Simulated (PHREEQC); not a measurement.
Ca(OH)2 is added in steps, without added water, to 1 kg of water holding 0.017 mol/kgw MgCl2, 0.00012 mol/kgw NaHCO3 and 0.00082 mol/kgw NaCl, at 25 °C. O2 is buffered at 0.21 atm. The system is closed to CO2. Solids allowed: Calcite, Brucite, Portlandite, Hydromagnesite, Halite, Nahcolite, Natron. Others were left out.

Base run: PHREEQC, ion-association model, wateq4f.dat. Each further column changes one thing. The table gives Mg in solution (mol/kgw).

```tsv
Ca(OH)2 added (mol)	base	NaCl left out	NaHCO3 replaced by CO2 at the same molality	0.00021 mol/kgw H2SO4 added
0	0.0170	0.0170	0.0170	0.0170
0.003	0.0141	0.0141	[?]	[?]
0.0055	0.0116	0.0116	[?]	0.0118
0.0085	0.00862	0.00862	[?]	0.00883
0.0115	0.00562	0.00562	[?]	[?]
0.0145	0.00263	0.00263	0.00269	0.00284
0.017	0.000241	0.000241	0.000287	[?]
0.02	1.61e-6	1.60e-6	1.66e-6	1.81e-6
```

**Question.** Fill in the missing entries.

**Answer.** 
- 0.003, NaHCO3 replaced by CO2 at the same molality: 0.0142
- 0.003, 0.00021 mol/kgw H2SO4 added: 0.0143
- 0.0055, NaHCO3 replaced by CO2 at the same molality: 0.0117
- 0.0085, NaHCO3 replaced by CO2 at the same molality: 0.00868
- 0.0115, NaHCO3 replaced by CO2 at the same molality: 0.00568
- 0.0115, 0.00021 mol/kgw H2SO4 added: 0.00583
- 0.017, 0.00021 mol/kgw H2SO4 added: 0.000411

 Solids allowed in the column '0.00021 mol/kgw H2SO4 added': Calcite, Gypsum, Brucite, Portlandite, Hydromagnesite, Halite, Mirabilite, Epsomite, Nahcolite, Natron.
